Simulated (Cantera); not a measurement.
What does this Cantera script print?

```python
import numpy as np
import cantera as ct

gas = ct.Solution("gri30.yaml")
gas.TP = 300, 100000
flame = ct.CounterflowDiffusionFlame(gas, width=0.02)
flame.fuel_inlet.X, flame.fuel_inlet.T = {'CH3OH': 1}, 525
flame.oxidizer_inlet.X, flame.oxidizer_inlet.T = {'O2': 0.23, 'N2': 0.77}, 700
flame.set_refine_criteria(ratio=3, slope=0.12, curve=0.24, prune=0.03)
show = ['OH', 'H', 'NO', 'CO', 'C2H2']

rows = []
print(f"{'mdot':>8s}{'a_max':>10s}{'a_mean':>10s}{'Tmax/K':>9s}" + "".join(f"{s:>11s}" for s in show) + "   (peak mole fractions)")
for i, mdot in enumerate([0.25, 0.35, 0.49, 0.69, 0.96, 1.4, 1.9, 2.7, 3.7]):  # kg/m2/s on the oxidiser side
    flame.oxidizer_inlet.mdot, flame.fuel_inlet.mdot = mdot, 1.3 * mdot
    flame.solve(loglevel=0, auto=(i == 0))
    if flame.T.max() < max(525, 700) + 100:
        print(f"{mdot:8.3g}  no burning solution found from the previous one")
        break
    dT = np.abs(np.gradient(flame.T, flame.grid))
    rows.append([flame.strain_rate("max"), flame.strain_rate("mean"), flame.T.max(),
                 *(flame.X[gas.species_index(s)].max() for s in show), max(dT[0], dT[-1]) / dT.max()])
    print(f"{mdot:8.3g}{rows[-1][0]:10.1f}{rows[-1][1]:10.1f}{rows[-1][2]:9.1f}" + "".join(f"{x:11.3e}" for x in rows[-1][3:-1]))
```

Result:

```
    mdot     a_max    a_mean   Tmax/K         OH          H         NO         CO       C2H2   (peak mole fractions)
    0.25     217.7      47.3   2296.5  1.416e-02  8.180e-03  2.613e-04  2.072e-01  1.387e-04
    0.35     294.8      66.2   2258.3  1.441e-02  9.116e-03  1.880e-04  2.053e-01  1.754e-04
    0.49     400.0      92.7   2214.1  1.451e-02  1.007e-02  1.336e-04  2.032e-01  2.190e-04
    0.69     546.7     130.5   2165.7  1.447e-02  1.108e-02  9.572e-05  2.005e-01  2.704e-04
    0.96     741.1     181.6   2117.7  1.432e-02  1.204e-02  7.216e-05  1.975e-01  3.268e-04
     1.4    1053.7     264.8   2068.3  1.418e-02  1.319e-02  5.609e-05  1.946e-01  3.995e-04
     1.9    1406.7     359.4   2027.1  1.393e-02  1.404e-02  4.673e-05  1.920e-01  4.581e-04
     2.7    1965.9     510.7   1975.5  1.343e-02  1.493e-02  3.775e-05  1.882e-01  5.141e-04
     3.7    2658.9     699.8   1929.6  1.281e-02  1.551e-02  3.113e-05  1.843e-01  5.419e-04
```

Model: GRI-Mech 3.0 (53 species, 325 reactions), integrated in Cantera. GRI-Mech 3.0 was tuned for natural gas; its chemistry of methanol as a main component is partial and can be far from experiment. GRI-Mech 3.0 has no aromatics or soot, which form on the fuel side of real flames. The maximum strain rate includes the flame's own expansion and is several times the mean.
